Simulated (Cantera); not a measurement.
**Equilibrium for iron carbonyl, mercury and lead vapours: PbO + O2 + H2**

Feed: 1 mol PbO, a varied amount of O2, 1.2 mol H2, at 1000 K and 0.00130 bar.

Equilibrium computed with Cantera from the NASA thermochemical tables; the gas is ideal and each condensed phase is pure. Candidate condensed phases: H2O, Pb, PbO, PbO2, Pb3O4; 12 gas species. Equilibrium is a limit: real reactors are often held back by kinetics, nucleation or transport.

```csv
n(O2) (mol),x H2O,x O2,x Pb,x PbO,n Pb(l),n PbO(yellow)
0.26,0.987,2.71e-10,0.0125,0.000234,0.665,0.320
0.38,0.987,2.71e-10,0.0125,0.000234,0.425,0.560
0.58,0.987,2.71e-10,0.0125,0.000234,0.0247,0.960
0.87,0.816,0.184,4.79e-7,0.000234,0,1.000
1.3,0.631,0.368,3.38e-7,0.000234,0,1.000
2,0.461,0.538,2.79e-7,0.000234,0,0.999
3,0.333,0.667,2.51e-7,0.000234,0,0.999
```
x: gas mole fraction; n: condensed amount in mol.

From 0.26 mol O2 to 0.58 mol O2 the condensed part is Pb(l) + PbO(yellow). From 0.87 mol O2 to 3 mol O2 the condensed part is PbO(yellow). The main Pb-bearing gas is Pb at 0.26 mol O2 and PbO at 3 mol O2.
